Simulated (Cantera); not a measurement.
A closed system holds: 1 mol (CH₃)₂SiCl₂, 0.15 mol HCl, 9.6 mol H₂, held at 1198.15 K and 100000 Pa.

Cantera equilibrium calculation (NASA polynomials, part measured and part estimated; ideal gas, pure solids and liquids). Candidate condensed phases: C, C₆H₆, C₇H₈, C₈H₁₈, Si, SiC; 109 gas species. The feed counts by its element totals alone. The tables' values for SiCl₃ are old estimates; treat these amounts as uncertain. The numbers say what is thermodynamically allowed, not how fast it happens.

Base state: H₂ 0.857, HCl 0.121, CH₄ 0.0118, SiCl₄ 0.00837, SiHCl₃ 0.00160, SiCl₃ 0.000251, SiCl₂ 6.65e-5, SiH₂Cl₂ 4.01e-5 (mole fractions); condensed: C(graphite) + SiC(s).

**Question.** What changes in the equilibrium state with this change: H₂ from 9.6 to 1900 mol?

**Answer.** 
```tsv
species	before	after
H₂	0.857	0.998
HCl	0.121	0.00113
CH₄	0.0118	0.000526
SiCl₂	6.65e-5	1.52e-7
SiCl₄	0.00837	1.44e-9
SiCl₃	0.000251	4.98e-9
C(graphite), mol	0.981	0
SiC(s), mol	0.861	0.999
```
